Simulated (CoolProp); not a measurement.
Vapour pressure (bar) of n-perfluorohexane: the reference equation beside estimates from Tc = 448.0 K, pc = 17.42 bar, ω = 0.497.

Computed with CoolProp (reference Helmholtz-energy equation of state, Gao 2022).

| T (K) | reference | van der Waals | Soave-Redlich-Kwong | Peng-Robinson |
|---|---|---|---|---|
| 333.1 | 1.114 | 4.716 | 1.119 | 1.117 |
| 337.5 | 1.286 | 5.026 | 1.293 | 1.289 |
| 342 | 1.482 | 5.357 | (withheld) | 1.486 |
| 346.4 | 1.696 | 5.693 | (withheld) | 1.700 |
| 350.9 | 1.939 | 6.050 | 1.958 | 1.944 |
| 355.3 | 2.201 | 6.413 | (withheld) | (withheld) |
| 359.8 | 2.496 | 6.798 | 2.528 | 2.505 |
| 364.3 | 2.820 | 7.197 | 2.861 | 2.833 |
| 368.7 | 3.167 | 7.602 | 3.218 | 3.184 |
| 373.2 | 3.555 | 8.030 | 3.618 | 3.577 |
| 377.6 | 3.969 | 8.462 | 4.044 | 3.997 |

Question: Some entries are withheld; supply them.

Answer: 
- 342, Soave-Redlich-Kwong: 1.493
- 346.4, Soave-Redlich-Kwong: 1.710
- 355.3, Soave-Redlich-Kwong: 2.226
- 355.3, Peng-Robinson: 2.208

Absolute difference from the reference over all 11 rows, mean and median: van der Waals 201.9 and 191.4 %, Soave-Redlich-Kwong 1.2 and 1.1 %, Peng-Robinson 0.4 and 0.3 %.
